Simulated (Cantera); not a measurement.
An isothermal, constant-pressure homogeneous reactor starts with NH₃ : N₂ = 1 : 0.16 (molar parts), at 2350 K and 1050 Torr.

Detailed kinetics in Cantera: the gas-phase N/H chemistry of the illustrative SiF4/NH3 mechanism in the Surface Chemkin manual (1991). Walls and surfaces, which speed up NH3 decomposition in real reactors, are not modelled.

x: mole fraction; the columns are a selection and need not sum to one.

```
t (s)        x NH₃     x H₂      x N     x NH₂        x NH
--------  --------  -------  -------  --------  ----------
4.00e-6      0.858  0.00138  5.49e-8   0.00248  (withheld)
1.31e-5      0.849  0.00697  3.83e-7   0.00562  (withheld)
4.29e-5      0.815   0.0341  1.50e-6   0.00582  (withheld)
0.000141     0.716    0.114  4.03e-6   0.00475    0.000101
0.000461     0.490    0.297  7.05e-6   0.00332    0.000106
0.00151      0.180    0.547  8.84e-6   0.00160  (withheld)
0.00494     0.0122    0.681  9.05e-6  0.000255  (withheld)
0.0162    0.000191    0.687  1.08e-6   7.83e-6  (withheld)
0.0530     3.72e-5    0.687  2.13e-7   1.53e-6  (withheld)
0.174      1.11e-5    0.687  6.33e-8   4.54e-7  (withheld)
0.569      5.72e-6    0.687  3.27e-8   2.34e-7     6.19e-8
1.86       5.42e-6    0.687  3.09e-8   2.22e-7     5.87e-8
6.11       5.42e-6    0.687  3.09e-8   2.22e-7     5.87e-8
20.0       5.42e-6    0.687  3.09e-8   2.22e-7     5.87e-8
```

### Question
What belongs in the gaps?

### Answer

- 4.00e-6, x NH: 1.62e-5
- 1.31e-5, x NH: 6.08e-5
- 4.29e-5, x NH: 8.39e-5
- 0.00151, x NH: 8.33e-5
- 0.00494, x NH: 3.39e-5
- 0.0162, x NH: 2.06e-6
- 0.0530, x NH: 4.03e-7
- 0.174, x NH: 1.20e-7
